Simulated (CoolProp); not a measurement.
A simple Rankine cycle with methanol: condensing at 322.15 K, boiler at 3.49 MPa, turbine inlet 467.7 K, turbine efficiency 0.7, pump efficiency 0.6, no recuperator. Each further row changes one setting.

Model: reference Helmholtz-energy equation of state, de Reuck 1993, in CoolProp.

```csv
case,thermal efficiency (%),net work (kJ/kg),heat in (kJ/kg),turbine exit temperature (K),volume ratio over the turbine
as stated,?,207,1170,322.1,?
turbine inlet 487.7 K,18.1,232,?,322.1,?
condensing temperature 314.15 K,?,223,1200,314.2,?
boiler pressure 2.44 MPa,16.9,215,1270,322.1,?
turbine efficiency 0.6,15.1,177,1170,322.1,57.0
```

### Question
Some entries are withheld; supply them.

### Answer

- as stated, thermal efficiency (%): 17.7
- as stated, volume ratio over the turbine: 55.3
- turbine inlet 487.7 K, heat in (kJ/kg): 1280
- turbine inlet 487.7 K, volume ratio over the turbine: 50.2
- condensing temperature 314.15 K, thermal efficiency (%): 18.6
- condensing temperature 314.15 K, volume ratio over the turbine: 77.2
- boiler pressure 2.44 MPa, volume ratio over the turbine: 35.1

The expansion ends wet for: as stated; turbine inlet 487.7 K; condensing temperature 314.15 K; boiler pressure 2.44 MPa; turbine efficiency 0.6.
